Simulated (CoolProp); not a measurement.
A simple Rankine cycle with ammonia: condensing at 317.15 K, boiler at 4.6 MPa, turbine inlet 373 K, turbine efficiency 0.8, pump efficiency 0.8, no recuperator. Each further row changes one setting.

Model: reference Helmholtz-energy equation of state, Gao 2020, in CoolProp.

```csv
case,thermal efficiency (%),net work (kJ/kg),heat in (kJ/kg),turbine exit temperature (K),volume ratio over the turbine
as stated,8.3,92.9,1130,317.2,2.39
turbine inlet 393 K,8.6,104,1200,322.6,2.29
condensing temperature 309.15 K,9.7,114,1160,309.1,2.94
boiler pressure 3.22 MPa,5.7,67.8,1190,329.5,1.69
turbine efficiency 0.7,7.2,80.5,1130,317.2,2.42
```

The expansion ends wet for: as stated; condensing temperature 309.15 K; turbine efficiency 0.7.
